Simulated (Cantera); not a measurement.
What does this Cantera script print?

```python
import numpy as np
import cantera as ct

gas = ct.Solution("gri30.yaml")


def delay(T, t_max=10):
    gas.TPX = T, 500000, {'CH4': 1, 'C2H6': 0.05, 'C3H8': 0.053, 'O2': 1.52, 'N2': 5.73, 'H2O': 0.74}
    reactor = ct.IdealGasConstPressureReactor(gas, clone=False)
    net = ct.ReactorNet([reactor])
    net.rtol, net.atol = 1e-8, 1e-16
    while net.time < t_max:
        t_old, T_old = net.time, reactor.T
        net.step()
        if reactor.T > T + 400:  # ignition: a rise of 400 K
            return t_old + (T + 400 - T_old) / (reactor.T - T_old) * (net.time - t_old)
    return np.nan


taus = []
for T in [1025, 1075, 1125, 1175, 1225, 1275, 1325, 1375, 1425]:
    taus.append(delay(T))
    print(f"T0 = {T:6g} K   tau = {taus[-1]:.4e} s")
```

Output:

```
T0 =   1025 K   tau = 3.0983e-02 s
T0 =   1075 K   tau = 1.6305e-02 s
T0 =   1125 K   tau = 8.8366e-03 s
T0 =   1175 K   tau = 4.7784e-03 s
T0 =   1225 K   tau = 2.5627e-03 s
T0 =   1275 K   tau = 1.3747e-03 s
T0 =   1325 K   tau = 7.4748e-04 s
T0 =   1375 K   tau = 4.1685e-04 s
T0 =   1425 K   tau = 2.4032e-04 s
```

Model: GRI-Mech 3.0 (53 species, 325 reactions), integrated in Cantera.
